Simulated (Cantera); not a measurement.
A closed system holds: 1 mol FeS2, 2300 mol H2, 5.8 mol H2O, held at 7.50 Torr.

Method: chemical equilibrium by Gibbs-energy minimisation in Cantera with the NASA 1993 tables (ideal gas, pure condensed phases). Candidate condensed phases: Fe, FeO, Fe(OH)2, Fe(OH)3, FeS, FeSO4, FeS2, Fe2O3, Fe2(SO4)3, Fe3O4, H2O, H2SO4, S; 22 gas species. FeS: taken at fixed stoichiometry. Kinetics and transport are ignored.

x: gas mole fraction; n: condensed amount in mol.

```json
[
 {"T (K)": "873", "x H2": "0.997", "x H": "4.67e-10", "x H2O": "0.00252", "x H2S": "0.000434", "n FeS(s)": "1.00", "n Fe(α)": "0", "n Fe(γ)": "0"},
 {"T (K)": "1023", "x H2": "0.997", "x H": "4.13e-8", "x H2O": "0.00252", "x H2S": "0.000867", "n FeS(s)": "0", "n Fe(α)": "1.00", "n Fe(γ)": "0"},
 {"T (K)": "1173", "x H2": "0.997", "x H": "1.18e-6", "x H2O": "0.00252", "x H2S": "0.000866", "n FeS(s)": "0", "n Fe(α)": "1.000", "n Fe(γ)": "0"},
 {"T (K)": "1323", "x H2": "0.997", "x H": "1.58e-5", "x H2O": "0.00252", "x H2S": "0.000859", "n FeS(s)": "0", "n Fe(α)": "0", "n Fe(γ)": "1.000"},
 {"T (K)": "1473", "x H2": "0.996", "x H": "?", "x H2O": "0.00252", "x H2S": "0.000830", "n FeS(s)": "0", "n Fe(α)": "0", "n Fe(γ)": "0.981"},
 {"T (K)": "1623", "x H2": "0.996", "x H": "?", "x H2O": "0.00251", "x H2S": "?", "n FeS(s)": "0", "n Fe(α)": "0", "n Fe(γ)": "?"},
 {"T (K)": "1773", "x H2": "0.993", "x H": "0.00284", "x H2O": "0.00251", "x H2S": "0.000586", "n FeS(s)": "0", "n Fe(α)": "0", "n Fe(γ)": "0"},
 {"T (K)": "1923", "x H2": "0.987", "x H": "0.00936", "x H2O": "0.00250", "x H2S": "0.000387", "n FeS(s)": "0", "n Fe(α)": "0", "n Fe(γ)": "0"},
 {"T (K)": "2073", "x H2": "0.970", "x H": "0.0259", "x H2O": "0.00247", "x H2S": "0.000213", "n FeS(s)": "0", "n Fe(α)": "0", "n Fe(γ)": "0"},
 {"T (K)": "2223", "x H2": "0.934", "x H": "0.0619", "x H2O": "0.00241", "x H2S": "0.000101", "n FeS(s)": "0", "n Fe(α)": "0", "n Fe(γ)": "0"}
]
```

### Question
What belongs in the gaps?

### Answer

- 1623, x H: 0.000690
- 1623, x H2S: 0.000745
- 1623, n Fe(γ): 0.614
- 1473, x H: 0.000126
